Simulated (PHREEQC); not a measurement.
# Spent oxide etchant: an equilibrium model

Dissolve 0.068 mol HF, 0.0011 mol (NH4)2SiF6 and 0.011 mol H3BO3 per kg of water at 57 °C. Closed to the air; pH follows from the charge balance.

Computed with PHREEQC (ion-association model, wateq4f.dat).

Each row changes one thing in this solution. This is a speciation only: nothing precipitates in the calculation.

| case | pH | ionic strength (mol/kgw) | HF (mol/kgw) | BF4- (mol/kgw) | F- (mol/kgw) | H2F2 (mol/kgw) |
|---|---|---|---|---|---|---|
| as made | 1.98 | 0.0152 | 0.0231 | 0.0105 | 0.000905 | 0.000411 |
| 0.015 mol/kgw LiOH added | 2.84 | 0.0199 | 0.0182 | 0.0104 | 0.00528 | 0.000255 |
| (NH4)2SiF6 from 0.0011 to 0.00055 mol/kgw | 1.97 | 0.0135 | 0.0231 | 0.0105 | 0.000896 | 0.000411 |
| HF left out | 3.37 | 0.00269 | 0.00164 | 0.000433 | 0.00147 | 2.08e-6 |
| temperature from 57 to 15 °C | 1.94 | 0.0160 | 0.0196 | 0.0108 | 0.00156 | 0.00143 |
| (NH4)2SiF6 left out | 1.97 | 0.0118 | 0.0231 | 0.0105 | 0.000886 | 0.000411 |
| HF from 0.068 to 0.68 mol/kgw | 1.60 | 0.0323 | 0.382 | 0.0110 | 0.00669 | 0.113 |
| 0.0017 mol/kgw KOH added | 2.04 | 0.0153 | 0.0229 | 0.0105 | 0.00103 | 0.000404 |

Complexes and solids missing from the database can't appear. Some of these states are supersaturated (in Quartz (slow to form), Chalcedony (slow to form), for instance). At this temperature some constants are extrapolated from 25 °C, and those without enthalpy data are left unchanged. SiF6-2 is the database's only silicon fluoride. Real BF4- forms and hydrolyses slowly; the run takes it at equilibrium.
